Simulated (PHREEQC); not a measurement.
H2SO4 is added in steps, without added water, to 1 kg of water holding 0.097 mol/kgw ZnSO4, 0.00087 mol/kgw ZnCl2, 0.014 mol/kgw NaH2PO4 and 0.052 mol/kgw Na2SO4, at 25 °C. Oxygen is held at 0.21 atm. CO2 from the air is kept out. Solids allowed: Zincite(c), Zn4(OH)6SO4, Zn5(OH)8Cl2, Zn3(PO4)2:4w, Halite, Mirabilite, Goslarite. Others were left out.

Base run: PHREEQC, ion-association model, wateq4f.dat. Each further column changes one thing. The table gives Zn3(PO4)2:4w (mol).

| H2SO4 added (mol) | base | Na2SO4 left out | 0.044 mol/kgw KCl added |
|---|---|---|---|
| 0 | 6.06e-5 | 7.20e-5 | 5.84e-5 |
| 1.3e-05 | 5.42e-5 | 6.56e-5 | 5.19e-5 |
| 2.6e-05 | 4.77e-5 | 5.91e-5 | 4.55e-5 |
| 3.25e-05 | 4.45e-5 | 5.59e-5 | 4.23e-5 |
| 4.55e-05 | 3.80e-5 | 4.95e-5 | 3.58e-5 |
| 5.85e-05 | 3.16e-5 | 4.30e-5 | 2.94e-5 |
| 7.15e-05 | 2.52e-5 | 3.66e-5 | 2.29e-5 |
| 8.45e-05 | 1.87e-5 | 3.02e-5 | 1.65e-5 |
| 9.75e-05 | 1.23e-5 | 2.38e-5 | 1.01e-5 |
| 0.000104 | 9.06e-6 | 2.05e-5 | 6.84e-6 |
| 0.000117 | 2.62e-6 | 1.41e-5 | 3.96e-7 |
| 0.00013 | 0 | 7.68e-6 | 0 |

H3PO4, which wateq4f.dat lacks, is added to it with the constant of phreeqc.dat. The database has no phosphate complexes of Zn.
